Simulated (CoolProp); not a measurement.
Computed with CoolProp (reference Helmholtz-energy equation of state, Lemmon 2006). It is a short technical equation, of lower accuracy than the large ones.

Problem. For C2F6 (R116), give the phase and the conductivity (mW/(m K)) at 244.7 K and 0.101 MPa; 285.2 K and 0.101 MPa.

Solution. 
- 244.7 K and 0.101 MPa: gas; conductivity 10.8
- 285.2 K and 0.101 MPa: gas; conductivity 13.8

Thermal conductivity comes from a separate model (Huber 2003), an estimate that may be off by 10 % or more.
